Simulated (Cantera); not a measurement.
Feed: 1 mol Fe2O3, 16 mol HCl, 4.3 mol N2, held at 79.0 Pa.

Equilibrium computed with Cantera from the NASA thermochemical tables; the gas is ideal and each condensed phase is pure. Candidate condensed phases: Fe, FeCl2, FeCl3, FeO, Fe(OH)2, Fe(OH)3, Fe2O3, Fe3O4, H2O, NH4Cl; 37 gas species. The numbers say what is thermodynamically allowed, not how fast it happens. All values below are at 1200 K.

Base state: HCl 0.681, N2 0.210, H2O 0.0495, FeCl2 0.0407, Cl 0.00802, O2 0.00701, Cl2 0.00228, FeCl3 0.00168 (mole fractions); condensed: Fe2O3(s).

**Question.** What changes in the equilibrium state with this change: Fe2O3 replaced by Al2O3?

**Answer.** 
```tsv
species	before	after
HCl	0.681	0.787
N2	0.210	0.212
Cl	0.00802	0.000355
H2O	0.0495	0.000336
FeCl2	0.0407	0
AlCl3	0	0.000224
O2	0.00701	<1e-9
FeCl3	0.00168	0
Fe2O3(s), mol	0.566	0
Al2O3(s), mol	0	0.998
```
Further candidate phases: Al, AlCl3, AlN, Al2O3.
